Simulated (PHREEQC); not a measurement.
Make-up at 90 °C: 1.9 mmol/kgw NH3. Closed to the air; pH follows from the charge balance.

All values are PHREEQC results (ion-association model, phreeqc.dat), not measurements.

No solid was allowed to form.

Task: Estimate the pH, specific conductance, ionic strength.

Result: pH 8.63; specific conductance 130 µS/cm; ionic strength 0.000172 mol/kgw.

Task: In which forms is N present?

Result: NH3 91 %, NH4+ 9.0 % of the N.

Complexes and solids missing from the database can't appear. At this temperature some constants are extrapolated from 25 °C, and those without enthalpy data are left unchanged.
